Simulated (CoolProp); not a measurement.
Saturation properties of CF4 (R14) (Tc = -45.8 °C, pc = 3.762 MPa, ω = 0.178).

Computed with CoolProp (reference Helmholtz-energy equation of state, Platzer 1990). This equation is an older, rougher fit; its heat capacities, sound speeds and derivatives of the liquid may be far off and weren't checked against measurements.

```tsv
T (°C)	p (MPa)	vapour Z	vapour viscosity (µPa s)
-110.15	0.3063	0.9199	10.0
-105.85	0.3844	0.9052	10.4
-101.55	0.4766	0.8889	10.7
-97.25	0.5843	0.8709	11.1
-92.95	0.7092	0.8512	11.5
-88.55	0.8563	0.8290	11.9
-84.25	1.021	0.8052	12.4
-79.95	1.207	0.7793	12.9
-75.65	1.418	0.7508	13.4
-71.35	1.655	0.7194	14.0
-66.95	1.926	0.6837	14.8
-62.65	2.223	0.6443	15.6
-58.35	2.553	0.5988	16.7
-54.05	2.920	0.5436	18.1
```

It boils at -128.0 °C under 1 atm.

Viscosity comes from a separate model (Huber 2003), an estimate that may be off by 10 % or more.
